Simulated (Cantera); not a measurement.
An isothermal, constant-pressure homogeneous reactor starts with 2.34 % H₂, 97.7 % O₂, at 1323 K and 0.00326 atm.

Cantera simulation using the H2/O2 subset of GRI-Mech 3.0, which has no nitrogen chemistry; the numbers are that mechanism's predictions, not measurements. Radical loss at walls, strong at low pressure, is not modelled.

**Question.** Predict: x(H₂) at 5.00 s; x(O₂) at 5.00 s; x(OH) at 5.00 s; x(H₂O) at 5.00 s; x(O) at 5.00 s.

**Answer.** 
```json
{
 "x(H₂) at 5.00 s": "4.33e-5 (gas-phase equilibrium 5.45e-8)",
 "x(O₂) at 5.00 s": "0.972 (gas-phase equilibrium 0.976)",
 "x(OH) at 5.00 s": "0.00115 (gas-phase equilibrium 4.08e-5)",
 "x(H₂O) at 5.00 s": "0.0230 (gas-phase equilibrium 0.0237)",
 "x(O) at 5.00 s": "0.00375 (gas-phase equilibrium 4.61e-6)"
}
```
